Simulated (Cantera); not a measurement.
## Reactions in the system F-N-Pb

Cantera with NASA thermochemical tables; ideal gases at 1 bar, condensed phases pure. Values are per mole of reaction as written; species without (g) are pure solids or liquids, kept so even where they would boil at 1 bar.

Pb(g) + 2 F(g) ⇌ PbF₂

```csv
T (K),ΔH° (kJ),ΔS° (J/K),ΔG° (kJ),log10 K,condensed phases
398,-1030.2,-377.7,-879.8,115.47,PbF₂(s)
498,-1028.9,-374.9,-842.2,88.34,PbF₂(s)
598,-1025.6,-369.1,-804.9,70.31,PbF₂(s)
698,-1019.3,-359.3,-768.5,57.51,PbF₂(s)
798,-1013.0,-350.9,-733.0,47.98,PbF₂(s)
898,-1009.4,-346.6,-698.1,40.61,PbF₂(s)
998,-1006.7,-343.8,-663.6,34.73,PbF₂(s)
1098,-1004.9,-342.0,-629.3,29.94,PbF₂(s)
1198,-985.6,-324.7,-596.6,26.01,PbF₂(l)
1298,-981.0,-321.0,-564.3,22.71,PbF₂(l)
1398,-976.4,-317.6,-532.4,19.89,PbF₂(l)
```

3 PbF₂ + N₂(g) ⇌ 3 Pb + 2 NF₃(g)

| T (K) | ΔH° (kJ) | ΔS° (J/K) | ΔG° (kJ) | log10 K | condensed phases |
|---|---|---|---|---|---|
| 398 | 1762.2 | 170.1 | 1694.5 | -222.39 | PbF₂(s), Pb(s) |
| 498 | 1757.4 | 159.4 | 1678.0 | -176.00 | PbF₂(s), Pb(s) |
| 598 | 1747.9 | 142.6 | 1662.7 | -145.23 | PbF₂(s), Pb(s) |
| 698 | 1745.0 | 140.0 | 1647.3 | -123.27 | PbF₂(s), Pb(l) |
| 798 | 1728.3 | 117.5 | 1634.5 | -106.99 | PbF₂(s), Pb(l) |
| 898 | 1719.6 | 107.2 | 1623.4 | -94.43 | PbF₂(s), Pb(l) |
| 998 | 1714.2 | 101.4 | 1613.0 | -84.42 | PbF₂(s), Pb(l) |
| 1098 | 1711.2 | 98.6 | 1603.0 | -76.26 | PbF₂(s), Pb(l) |
| 1198 | 1656.2 | 49.1 | 1597.4 | -69.65 | PbF₂(l), Pb(l) |
| 1298 | 1645.2 | 40.2 | 1592.9 | -64.10 | PbF₂(l), Pb(l) |
| 1398 | 1634.2 | 32.1 | 1589.3 | -59.38 | PbF₂(l), Pb(l) |
